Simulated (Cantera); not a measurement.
## Stirred combustor or abatement burner

A perfectly stirred reactor is fed with 7.68 % CH4, 0.399 % C2H6, 0.230 % C3H8, 19.3 % O2, 72.4 % N2, equivalence ratio 0.93, at 1800000 Pa; it is adiabatic with a 500 K inlet, and is followed from long to short residence time, starting on the burning branch (τ in s: 0.17, 0.067, 0.026, 0.01, 0.0039, 0.0015, 0.0006, 0.00023, 9.1e-05, 3.5e-05, 1.4e-05, 5.3e-06).

Detailed kinetics in Cantera: GRI-Mech 3.0 (53 species, 325 reactions). The pressure lies above the range GRI-Mech 3.0 was tuned for (to about 10 atm).

```json
[
 {"τ (s)": "0.17", "T (K)": "2333", "x CH4": "1.81e-7", "x C2H6": "1.02e-9", "x C3H8": "6.95e-10", "x CH2CO": "1.43e-9", "x C2H": "6.63e-11", "x O": "0.000162"},
 {"τ (s)": "0.067", "T (K)": "2333", "x CH4": "4.53e-7", "x C2H6": "2.57e-9", "x C3H8": "1.75e-9", "x CH2CO": "3.64e-9", "x C2H": "1.67e-10", "x O": "0.000164"},
 {"τ (s)": "0.026", "T (K)": "2334", "x CH4": "1.14e-6", "x C2H6": "6.56e-9", "x C3H8": "4.47e-9", "x CH2CO": "9.45e-9", "x C2H": "4.22e-10", "x O": "0.000170"},
 {"τ (s)": "0.010", "T (K)": "2334", "x CH4": "2.87e-6", "x C2H6": "1.68e-8", "x C3H8": "1.14e-8", "x CH2CO": "2.49e-8", "x C2H": "1.07e-9", "x O": "0.000179"},
 {"τ (s)": "0.0039", "T (K)": "2332", "x CH4": "6.97e-6", "x C2H6": "4.25e-8", "x C3H8": "2.87e-8", "x CH2CO": "6.47e-8", "x C2H": "2.64e-9", "x O": "0.000193"},
 {"τ (s)": "0.0015", "T (K)": "2325", "x CH4": "1.66e-5", "x C2H6": "1.08e-7", "x C3H8": "7.20e-8", "x CH2CO": "1.72e-7", "x C2H": "6.41e-9", "x O": "0.000223"},
 {"τ (s)": "0.00060", "T (K)": "2310", "x CH4": "3.60e-5", "x C2H6": "2.64e-7", "x C3H8": "1.70e-7", "x CH2CO": "4.38e-7", "x C2H": "1.42e-8", "x O": "0.000278"},
 {"τ (s)": "0.00023", "T (K)": "2283", "x CH4": "7.79e-5", "x C2H6": "6.63e-7", "x C3H8": "4.04e-7", "x CH2CO": "1.17e-6", "x C2H": "3.03e-8", "x O": "0.000382"},
 {"τ (s)": "9.1e-5", "T (K)": "2242", "x CH4": "0.000165", "x C2H6": "1.62e-6", "x C3H8": "9.20e-7", "x CH2CO": "3.00e-6", "x C2H": "5.81e-8", "x O": "0.000533"},
 {"τ (s)": "3.5e-5", "T (K)": "2177", "x CH4": "0.000390", "x C2H6": "4.33e-6", "x C3H8": "2.24e-6", "x CH2CO": "8.41e-6", "x C2H": "1.07e-7", "x O": "0.000701"},
 {"τ (s)": "1.4e-5", "T (K)": "500", "x CH4": "0.0768", "x C2H6": "0.00399", "x C3H8": "0.00230", "x CH2CO": "<1e-12", "x C2H": "<1e-12", "x O": "<1e-12"},
 {"τ (s)": "5.3e-6", "T (K)": "500", "x CH4": "0.0768", "x C2H6": "0.00399", "x C3H8": "0.00230", "x CH2CO": "<1e-12", "x C2H": "<1e-12", "x O": "<1e-12"}
]
```
x: mole fraction; the columns are a selection and need not sum to one.
